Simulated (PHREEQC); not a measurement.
Consider water at 49 °C with 0.01 mol/kgw CuSO4, 0.79 mol/kgw HCl and 0.028 mol/kgw Na2SO4. Closed to the air; pH follows from the charge balance.

The numbers come from PHREEQC with the ion-association model, wateq4f.dat.

No solid was allowed to form.

Question: Estimate the pH, activity of water, ionic strength.

Answer: pH 0.25; activity of water 0.972; ionic strength 0.828 mol/kgw.

Question: In which forms is Cu present?

Answer: CuCl+ 51 %, Cu+2 40 %, CuCl2 8.1 % of the Cu.

The ionic strength is past about 0.7 mol/kgw, beyond the range of this activity model, so the values are rough. Complexes and solids missing from the database can't appear. Away from 25 °C the constants follow the database's enthalpies or fits; those with neither stay at their 25 °C values.
